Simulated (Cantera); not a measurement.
# Carbothermic reduction: TiO2 + C + H2

Charge: 1 mol TiO2, 1 mol C, 0.12 mol H2, held at 100000 Pa.

These are equilibrium values from Cantera (NASA tables, ideal gas, pure condensed phases), not measurements of a reactor. Candidate condensed phases: C, C6H6, C7H8, C8H18, H2O, Ti, TiC, TiO, TiO2, Ti2O3, Ti3O5, Ti4O7; 113 gas species. Mutual solubility and eutectic melting of coexisting phases are not modelled. TiC, TiO: taken at fixed stoichiometry. Condensed phases not in the tables: Magnéli phases beyond Ti4O7, solid solutions among these carbides, nitrides and lower oxides. Rates play no part.

From 1075 K to 1225 K the condensed part is C(graphite) + TiO2(rutile) + Ti4O7(s). At 1375 K the condensed part is C(graphite) + Ti4O7(s). At 1525 K the condensed part is C(graphite) + Ti3O5(s). From 1675 K to 1975 K the condensed part is TiC(s) + Ti2O3(s). At 2125 K the condensed part is TiC(s) + Ti2O3(l). At 2275 K the condensed part is TiC(s) + TiO(l).

```json
[
 {"T (K)": "1075", "log p H2": "-0.02", "log p CO": "-2.75", "log p CH4": "-1.38", "log p H": "-7.84", "log p H2O": "-3.67", "log p CO2": "-6.37", "n C(graphite)": "0.995", "n TiO2(rutile)": "0.999", "n Ti4O7(s)": "0.000230", "n Ti3O5(s)": "0", "n TiC(s)": "0", "n Ti2O3(s)": "0", "n Ti2O3(l)": "0", "n TiO(l)": "0"},
 {"T (K)": "1225", "log p H2": "-0.04", "log p CO": "-1.15", "log p CH4": "-1.96", "log p H": "-6.53", "log p H2O": "-2.89", "log p CO2": "-4.17", "n C(graphite)": "0.990", "n TiO2(rutile)": "0.963", "n Ti4O7(s)": "0.00926", "n Ti3O5(s)": "0", "n TiC(s)": "0", "n Ti2O3(s)": "0", "n Ti2O3(l)": "0", "n TiO(l)": "0"},
 {"T (K)": "1375", "log p H2": "-0.49", "log p CO": "-0.17", "log p CH4": "-3.28", "log p H": "-5.71", "log p H2O": "-3.00", "log p CO2": "-2.99", "n C(graphite)": "0.751", "n TiO2(rutile)": "0", "n Ti4O7(s)": "0.250", "n Ti3O5(s)": "0", "n TiC(s)": "0", "n Ti2O3(s)": "0", "n Ti2O3(l)": "0", "n TiO(l)": "0"},
 {"T (K)": "1525", "log p H2": "-0.58", "log p CO": "-0.13", "log p CH4": "-3.80", "log p H": "-4.92", "log p H2O": "-3.55", "log p CO2": "-3.54", "n C(graphite)": "0.667", "n TiO2(rutile)": "0", "n Ti4O7(s)": "0", "n Ti3O5(s)": "0.333", "n TiC(s)": "0", "n Ti2O3(s)": "0", "n Ti2O3(l)": "0", "n TiO(l)": "0"},
 {"T (K)": "1675", "log p H2": "-0.89", "log p CO": "-0.06", "log p CH4": "-4.93", "log p H": "-4.38", "log p H2O": "-3.96", "log p CO2": "-3.65", "n C(graphite)": "0", "n TiO2(rutile)": "0", "n Ti4O7(s)": "0", "n Ti3O5(s)": "0", "n TiC(s)": "0.200", "n Ti2O3(s)": "0.400", "n Ti2O3(l)": "0", "n TiO(l)": "0"},
 {"T (K)": "1825", "log p H2": "-0.89", "log p CO": "-0.06", "log p CH4": "-5.55", "log p H": "-3.80", "log p H2O": "-3.91", "log p CO2": "-3.68", "n C(graphite)": "0", "n TiO2(rutile)": "0", "n Ti4O7(s)": "0", "n Ti3O5(s)": "0", "n TiC(s)": "0.200", "n Ti2O3(s)": "0.400", "n Ti2O3(l)": "0", "n TiO(l)": "0"},
 {"T (K)": "1975", "log p H2": "-0.89", "log p CO": "-0.06", "log p CH4": "-6.07", "log p H": "-3.31", "log p H2O": "-3.88", "log p CO2": "-3.70", "n C(graphite)": "0", "n TiO2(rutile)": "0", "n Ti4O7(s)": "0", "n Ti3O5(s)": "0", "n TiC(s)": "0.200", "n Ti2O3(s)": "0.400", "n Ti2O3(l)": "0", "n TiO(l)": "0"},
 {"T (K)": "2125", "log p H2": "-0.89", "log p CO": "-0.06", "log p CH4": "-6.51", "log p H": "-2.88", "log p H2O": "-3.85", "log p CO2": "-3.72", "n C(graphite)": "0", "n TiO2(rutile)": "0", "n Ti4O7(s)": "0", "n Ti3O5(s)": "0", "n TiC(s)": "0.200", "n Ti2O3(s)": "0", "n Ti2O3(l)": "0.400", "n TiO(l)": "0"},
 {"T (K)": "2275", "log p H2": "-0.98", "log p CO": "-0.05", "log p CH4": "-7.01", "log p H": "-2.56", "log p H2O": "-3.97", "log p CO2": "-3.78", "n C(graphite)": "0", "n TiO2(rutile)": "0", "n Ti4O7(s)": "0", "n Ti3O5(s)": "0", "n TiC(s)": "0.000152", "n Ti2O3(s)": "0", "n Ti2O3(l)": "0", "n TiO(l)": "1.000"}
]
```
log p: log10 of the partial pressure in bar; n: condensed amount in mol.
